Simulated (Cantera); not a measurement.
Feed: 1 mol Si, 4.6 mol HBr, a varied amount of H2, equilibrated at 1375 °C and 10.0 mbar.

Cantera equilibrium calculation (NASA polynomials, part measured and part estimated; ideal gas, pure solids and liquids). Candidate condensed phases: Br2, Si; 19 gas species. The tables' values for SiBr3, SiBr are old estimates; treat these amounts as uncertain. Equilibrium is a limit: real reactors are often held back by kinetics, nucleation or transport.

x: gas mole fraction; n: condensed amount in mol.

```
n(H2) (mol)   x H2   x HBr  x SiBr2     x Br       x H     n Si(s)
-----------  -----  ------  -------  -------  --------  ----------
6.2          0.669   0.224   0.0909   0.0147  0.000729           0
8.2          0.720   0.190   0.0769   0.0120  0.000757           0
11           0.770   0.156   0.0632  0.00958  0.000782           0
14           0.806   0.131   0.0530  0.00787  0.000801           0
19           0.844   0.109   0.0391  0.00638  0.000819  (withheld)
25           0.872  0.0934   0.0278  0.00538  0.000833  (withheld)
32           0.894  0.0803   0.0201  0.00457  0.000843  (withheld)
43           0.916  0.0660   0.0132  0.00371  0.000854  (withheld)
56           0.932  0.0547  0.00892  0.00305  0.000861  (withheld)
74           0.946  0.0443  0.00577  0.00245  0.000868  (withheld)
97           0.958  0.0357  0.00371  0.00196  0.000873  (withheld)
```

What belongs in the gaps?


- 19, n Si(s): 0.0638
- 25, n Si(s): 0.164
- 32, n Si(s): 0.254
- 43, n Si(s): 0.359
- 56, n Si(s): 0.448
- 74, n Si(s): 0.534
- 97, n Si(s): 0.610
